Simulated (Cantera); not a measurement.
Charge: 1 mol C3H6, 0.28 mol O2, equilibrated at 10.0 mbar.

Equilibrium computed with Cantera from the NASA thermochemical tables; the gas is ideal and each condensed phase is pure. Candidate condensed phases: C, C6H6, C7H8, C8H18, H2O; 110 gas species. Equilibrium is a limit: real reactors are often held back by kinetics, nucleation or transport. All values below are at 1325 °C.

Base state: H2 0.842, CO 0.157, H 0.000488, C2H2 (acetylene) 2.27e-5, CH4 1.17e-5 (mole fractions); condensed: C(graphite).

What changes in the equilibrium state with this change: C3H6 replaced by CO?


```csv
species,before,after
CO2,7.30e-8,0.560
CO,0.157,0.440
H2,0.842,0
H,0.000488,0
C2H2 (acetylene),2.27e-5,0
"C(graphite), mol",2.44,0
```
